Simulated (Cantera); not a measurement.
Charge: 1 mol Fe, a varied amount of O2, 2.9 mol N2, 6.1 mol CO, held at 1323.15 K and 75.0 Torr.

Method: chemical equilibrium by Gibbs-energy minimisation in Cantera with the NASA 1993 tables (ideal gas, pure condensed phases). Candidate condensed phases: C, Fe, Fe(CO)5, FeO, Fe2O3, Fe3O4; 27 gas species. Mutual solubility and eutectic melting of coexisting phases are not modelled. The tables' stoichiometric FeO is somewhat more stable than real wüstite, so its field is too wide. FeO: taken at fixed stoichiometry. Rates play no part.

### Question
Which condensed phases are stable at each of these points (n(O2) (mol)): 0.036, 0.05, 0.07, 0.098, 0.14, 0.19, 0.26, 0.36, 0.51, 0.7, 0.98, 1.4, 1.9?

### Answer
```csv
n(O2) (mol),condensed phases,Fe condensed (%)
0.036,Fe(γ),100.0
0.05,Fe(γ),100.0
0.07,Fe(γ),100.0
0.098,Fe(γ),100.0
0.14,Fe(γ),100.0
0.19,Fe(γ),100.0
0.26,Fe(γ),100.0
0.36,Fe(γ),100.0
0.51,Fe(γ) + FeO(s),100.0
0.7,Fe(γ) + FeO(s),100.0
0.98,FeO(s),100.0
1.4,FeO(s),100.0
1.9,FeO(s),100.0
```

From 0.036 mol O2 to 0.36 mol O2 the condensed part is Fe(γ). From 0.51 mol O2 to 0.7 mol O2 the condensed part is Fe(γ) + FeO(s). From 0.98 mol O2 to 1.9 mol O2 the condensed part is FeO(s).
